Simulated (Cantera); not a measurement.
A perfectly stirred reactor is fed with CH₄ : O₂ : N₂ = 1 : 1.67 : 4.5 (molar parts), at 2.86 atm; it is adiabatic with a 625 K inlet, and is followed from long to short residence time, starting on the burning branch (τ in s: 0.1, 0.031, 0.0099, 0.0031, 0.00097, 0.00031, 9.6e-05, 3e-05, 9.5e-06).

Computed with Cantera and GRI-Mech 3.0 (53 species, 325 reactions).

x: mole fraction; the columns are a selection and need not sum to one.

```csv
τ (s),T (K),x CH₄,x O₂,x OH,x C₂H₆,x HO₂
0.10,2605,6.43e-7,0.00171,0.00690,<1e-12,9.92e-7
0.031,2603,2.03e-6,0.00177,0.00699,<1e-12,1.03e-6
0.0099,2599,6.00e-6,0.00196,0.00725,5.19e-12,?
0.0031,2587,1.68e-5,0.00244,0.00785,4.06e-11,?
0.00097,2560,4.29e-5,0.00352,0.00897,2.64e-10,?
0.00031,2511,0.000103,0.00550,0.0105,1.50e-9,?
9.6e-5,2437,0.000266,0.00889,0.0118,9.91e-9,?
3.0e-5,2344,0.000811,0.0151,0.0117,1.01e-7,?
9.5e-6,625,0.139,0.233,<1e-12,<1e-12,<1e-12
```

Complete the blanks.


- 0.0099, x HO₂: 1.13e-6
- 0.0031, x HO₂: 1.40e-6
- 0.00097, x HO₂: 2.00e-6
- 0.00031, x HO₂: 3.15e-6
- 9.6e-5, x HO₂: 5.38e-6
- 3.0e-5, x HO₂: 1.06e-5
